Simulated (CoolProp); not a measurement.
1000 sccm (0 °C, 1 atm) of nitrogen bubbles through liquid octamethylcyclotetrasiloxane (D4) at 352.8 K and leaves saturated at a total pressure of 0.0533 MPa (ideal gas phase). Each further row changes one setting.

Computed with CoolProp (reference Helmholtz-energy equation of state, Thol 2015).

```json
[
 {"case": "as stated", "vapour pressure (kPa)": "3.54", "mole fraction of vapour": "0.0664", "delivery (mg/min)": "942", "delivery (sccm)": "71.2", "change of delivery for a bath 1 K warmer (%)": "?"},
 {"case": "bath temperature 357.8 K", "vapour pressure (kPa)": "4.48", "mole fraction of vapour": "?", "delivery (mg/min)": "?", "delivery (sccm)": "?", "change of delivery for a bath 1 K warmer (%)": "5.1"},
 {"case": "total pressure 0.107 MPa", "vapour pressure (kPa)": "3.54", "mole fraction of vapour": "0.0331", "delivery (mg/min)": "453", "delivery (sccm)": "34.2", "change of delivery for a bath 1 K warmer (%)": "5.1"}
]
```

### Question
Fill in the missing entries.

### Answer

- as stated, change of delivery for a bath 1 K warmer (%): 5.2
- bath temperature 357.8 K, mole fraction of vapour: 0.0840
- bath temperature 357.8 K, delivery (mg/min): 1210
- bath temperature 357.8 K, delivery (sccm): 91.7
